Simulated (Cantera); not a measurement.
An isothermal, constant-pressure homogeneous reactor starts with 25.0 % CH4, 75.0 % H2O, at 2025 K and 10.0 bar.

Detailed kinetics in Cantera: GRI-Mech 3.0 (53 species, 325 reactions).

One state of this run: x CH4 = 0.0223; x H2O = 0.488; x H2O2 = 4.73e-10; x CH2 = 1.26e-6; x O2 = 1.43e-8; x H = 0.000384. x: mole fraction; the columns are a selection and need not sum to one.

Which value of t (s) does it belong to?
(A) 57.0
(B) 0.00866
(C) 4.62
(D) 0.000702

D, 0.000702
